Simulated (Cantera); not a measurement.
An isothermal, constant-pressure homogeneous reactor starts with H₂ : O₂ : N₂ = 0.016 : 1 : 1.1 (molar parts), equivalence ratio 0.0080, at 925 K and 0.00227 atm. Integrator tolerance rtol = 1e-08.

Computed with Cantera and the H2/O2 subset of GRI-Mech 3.0, which has no nitrogen chemistry. Radical loss at walls, strong at low pressure, is not modelled. Below about 950 K walls govern HO2 and H2O2 in real vessels.

**Question.** What does this change do: temperature 925 to 1000 K?

**Answer.** 
```tsv
quantity	before	after
x(H₂) at 2.00 s	2.62e-5 (gas-phase equilibrium 1.81e-12)	2.97e-5 (gas-phase equilibrium 2.03e-11)
x(O₂) at 2.00 s	0.469 (gas-phase equilibrium 0.471)	0.468 (gas-phase equilibrium 0.471)
x(OH) at 2.00 s	0.000123 (gas-phase equilibrium 3.64e-8)	0.000206 (gas-phase equilibrium 1.78e-7)
x(H₂O₂) at 2.00 s	1.95e-9 (gas-phase equilibrium <1e-12)	2.18e-9 (gas-phase equilibrium <1e-12)
x(HO₂) at 2.00 s	3.00e-7 (gas-phase equilibrium 2.81e-11)	2.24e-7 (gas-phase equilibrium 1.03e-10)
x(H₂O) at 2.00 s	0.00736 (gas-phase equilibrium 0.00759)	0.00727 (gas-phase equilibrium 0.00759)
x(H) at 2.00 s	0.000267 (gas-phase equilibrium <1e-12)	0.000342 (gas-phase equilibrium <1e-12)
```

**Question.** What does this change do: pressure from 0.00227 atm to 0.00809 atm?

**Answer.** 
| quantity | before | after |
|---|---|---|
| x(H₂) at 2.00 s | 2.62e-5 (gas-phase equilibrium 1.81e-12) | 9.60e-7 (gas-phase equilibrium <1e-12) |
| x(O₂) at 2.00 s | 0.469 (gas-phase equilibrium 0.471) | 0.471 (gas-phase equilibrium 0.471) |
| x(OH) at 2.00 s | 0.000123 (gas-phase equilibrium 3.64e-8) | 1.80e-5 (gas-phase equilibrium 2.65e-8) |
| x(H₂O₂) at 2.00 s | 1.95e-9 (gas-phase equilibrium <1e-12) | 5.20e-9 (gas-phase equilibrium <1e-12) |
| x(HO₂) at 2.00 s | 3.00e-7 (gas-phase equilibrium 2.81e-11) | 1.74e-7 (gas-phase equilibrium 3.87e-11) |
| x(H₂O) at 2.00 s | 0.00736 (gas-phase equilibrium 0.00759) | 0.00758 (gas-phase equilibrium 0.00759) |
| x(H) at 2.00 s | 0.000267 (gas-phase equilibrium <1e-12) | 8.99e-7 (gas-phase equilibrium <1e-12) |

**Question.** What does this change do: temperature 925 to 1448 K?

**Answer.** 
```json
[
 {"quantity": "x(H₂) at 2.00 s", "before": "2.62e-5 (gas-phase equilibrium 1.81e-12)", "after": "4.16e-5 (gas-phase equilibrium 2.13e-7)"},
 {"quantity": "x(O₂) at 2.00 s", "before": "0.469 (gas-phase equilibrium 0.471)", "after": "0.466 (gas-phase equilibrium 0.471)"},
 {"quantity": "x(OH) at 2.00 s", "before": "0.000123 (gas-phase equilibrium 3.64e-8)", "after": "0.00105 (gas-phase equilibrium 7.54e-5)"},
 {"quantity": "x(H₂O₂) at 2.00 s", "before": "1.95e-9 (gas-phase equilibrium <1e-12)", "after": "9.75e-10 (gas-phase equilibrium 3.78e-11)"},
 {"quantity": "x(HO₂) at 2.00 s", "before": "3.00e-7 (gas-phase equilibrium 2.81e-11)", "after": "4.35e-8 (gas-phase equilibrium 1.46e-8)"},
 {"quantity": "x(H₂O) at 2.00 s", "before": "0.00736 (gas-phase equilibrium 0.00759)", "after": "0.00686 (gas-phase equilibrium 0.00755)"},
 {"quantity": "x(H) at 2.00 s", "before": "0.000267 (gas-phase equilibrium <1e-12)", "after": "0.000267 (gas-phase equilibrium 8.93e-8)"}
]
```
